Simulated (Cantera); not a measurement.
Cantera run, input and output.

```python
import numpy as np
import cantera as ct

gas = ct.Solution("SiF4_NH3_mec.yaml", "gas")
gas.TPX = 1975, 100000, {'NH3': 1, 'H2': 23}
reactor = ct.IdealGasConstPressureReactor(gas, energy="off", clone=False)
net = ct.ReactorNet([reactor])
net.rtol, net.atol = 1e-08, 1e-18
show = ['NH3', 'H2', 'N2H4', 'N', 'N2H2', 'NH2']
times = np.geomspace(5e-06, 100, 13)

steps = ct.SolutionArray(gas, extra=["t"])
rows = []
print(f"{'t/s':>10s}{'T/K':>9s}{'P/Pa':>11s}" + "".join(f"{s:>11s}" for s in show))
for t in times:
    while net.time < t:
        t_next = net.step()
        steps.append(gas.state, t=t_next)
    rows.append([np.interp(t, steps.t, y) for y in (steps.T, steps.P, *steps(*show).X.T)])
    print(f"{t:10.3e}{rows[-1][0]:9.1f}{rows[-1][1]:11.4g}" + "".join(f"{x:11.3e}" for x in rows[-1][2:]))
rate = np.gradient(steps.T, steps.t)
print("integrator steps:", len(steps.t))
if steps.T.max() > steps.T[0] + 200:
    print(f"time of steepest temperature rise: {steps.t[rate.argmax()]:.4e} s")
gas.TPX = 1975, 100000, {'NH3': 1, 'H2': 23}
gas.equilibrate("TP")
print(f"equilibrium (TP): T = {gas.T:.1f} K  " + "  ".join(f"{s} {gas[s].X[0]:.3e}" for s in show))
```

It prints:

```
       t/s      T/K       P/Pa        NH3         H2       N2H4          N       N2H2        NH2
 5.000e-06   1975.0      1e+05  4.167e-02  9.583e-01  1.235e-13  2.079e-14  3.357e-13  4.747e-07
 2.030e-05   1975.0      1e+05  4.166e-02  9.583e-01  1.897e-12  1.554e-12  6.126e-12  1.834e-06
 8.238e-05   1975.0      1e+05  4.166e-02  9.583e-01  3.063e-11  1.064e-10  1.168e-10  7.344e-06
 3.344e-04   1975.0      1e+05  4.163e-02  9.581e-01  4.871e-10  6.836e-09  2.741e-09  2.927e-05
 1.357e-03   1975.0      1e+05  4.145e-02  9.577e-01  4.888e-09  2.185e-07  5.050e-08  9.282e-05
 5.509e-03   1975.0      1e+05  3.988e-02  9.583e-01  7.046e-09  4.080e-07  8.358e-08  1.115e-04
 2.236e-02   1975.0      1e+05  3.400e-02  9.613e-01  5.517e-09  3.898e-07  6.690e-08  9.866e-05
 9.076e-02   1975.0      1e+05  1.937e-02  9.688e-01  2.263e-09  3.174e-07  2.947e-08  6.320e-05
 3.684e-01   1975.0      1e+05  5.098e-03  9.760e-01  2.180e-10  1.382e-07  3.152e-09  1.962e-05
 1.495e+00   1975.0      1e+05  1.053e-03  9.781e-01  1.007e-11  3.221e-08  1.493e-10  4.217e-06
 6.070e+00   1975.0      1e+05  2.440e-04  9.785e-01  5.429e-13  7.521e-09  8.112e-12  9.793e-07
 2.464e+01   1975.0      1e+05  5.921e-05  9.786e-01  3.199e-14  1.826e-09  5.236e-13  2.377e-07
 1.000e+02   1975.0      1e+05  1.471e-05  9.786e-01  1.974e-15  4.536e-10  7.792e-14  5.905e-08
integrator steps: 1258
equilibrium (TP): T = 1975.0 K  NH3 2.857e-06  H2 9.786e-01  N2H4 7.490e-17  N 8.813e-11  N2H2 4.972e-14  NH2 1.147e-08
```

Detailed kinetics in Cantera: the gas-phase N/H chemistry of the illustrative SiF4/NH3 mechanism in the Surface Chemkin manual (1991). Walls and surfaces, which speed up NH3 decomposition in real reactors, are not modelled.
